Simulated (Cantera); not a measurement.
Adiabatic ignition

An adiabatic, constant-pressure homogeneous reactor starts with CH₄ : O₂ : N₂ : H₂ = 1 : 1.82 : 6.84 : 0.012 (molar parts), at 1150 K and 100000 Pa.

Cantera simulation using GRI-Mech 3.0 (53 species, 325 reactions); the numbers are that mechanism's predictions, not measurements.

```json
[
 {"t (s)": "2.00e-6", "T (K)": "1150", "x CH₄": "0.103", "x O₂": "0.188", "x CH₂": "<1e-12", "x C₂H₂": "<1e-12", "x NO": "<1e-12"},
 {"t (s)": "5.70e-6", "T (K)": "1150", "x CH₄": "0.103", "x O₂": "0.188", "x CH₂": "<1e-12", "x C₂H₂": "<1e-12", "x NO": "<1e-12"},
 {"t (s)": "1.62e-5", "T (K)": "1150", "x CH₄": "0.103", "x O₂": "0.188", "x CH₂": "<1e-12", "x C₂H₂": "<1e-12", "x NO": "<1e-12"},
 {"t (s)": "4.62e-5", "T (K)": "1150", "x CH₄": "0.103", "x O₂": "0.188", "x CH₂": "<1e-12", "x C₂H₂": "<1e-12", "x NO": "<1e-12"},
 {"t (s)": "0.000132", "T (K)": "1150", "x CH₄": "0.103", "x O₂": "0.188", "x CH₂": "<1e-12", "x C₂H₂": "<1e-12", "x NO": "<1e-12"},
 {"t (s)": "0.000375", "T (K)": "1150", "x CH₄": "0.103", "x O₂": "0.188", "x CH₂": "<1e-12", "x C₂H₂": "<1e-12", "x NO": "<1e-12"},
 {"t (s)": "0.00107", "T (K)": "1150", "x CH₄": "0.103", "x O₂": "0.188", "x CH₂": "<1e-12", "x C₂H₂": "<1e-12", "x NO": "<1e-12"},
 {"t (s)": "0.00304", "T (K)": "1150", "x CH₄": "0.103", "x O₂": "0.188", "x CH₂": "<1e-12", "x C₂H₂": "<1e-12", "x NO": "<1e-12"},
 {"t (s)": "0.00866", "T (K)": "1150", "x CH₄": "0.103", "x O₂": "0.188", "x CH₂": "<1e-12", "x C₂H₂": "1.26e-11", "x NO": "<1e-12"},
 {"t (s)": "0.0247", "T (K)": "1152", "x CH₄": "0.103", "x O₂": "0.188", "x CH₂": "<1e-12", "x C₂H₂": "4.77e-10", "x NO": "<1e-12"},
 {"t (s)": "0.0702", "T (K)": "1170", "x CH₄": "0.0998", "x O₂": "0.185", "x CH₂": "2.44e-11", "x C₂H₂": "1.07e-7", "x NO": "<1e-12"},
 {"t (s)": "0.200", "T (K)": "2620", "x CH₄": "<1e-12", "x O₂": "0.00791", "x CH₂": "<1e-12", "x C₂H₂": "<1e-12", "x NO": "0.00508"}
]
```
x: mole fraction; the columns are a selection and need not sum to one.

```
Item                                                                 Value
---------------------------------  ---------------------------------------
time of steepest temperature rise                                  85.5 ms
temperature at 0.200 s                                              2620 K
equilibrium temperature                                             2620 K
x(CH₄) at 0.200 s                    <1e-12 (gas-phase equilibrium <1e-12)
x(O₂) at 0.200 s                   0.00791 (gas-phase equilibrium 0.00791)
x(CH₂) at 0.200 s                    <1e-12 (gas-phase equilibrium <1e-12)
```
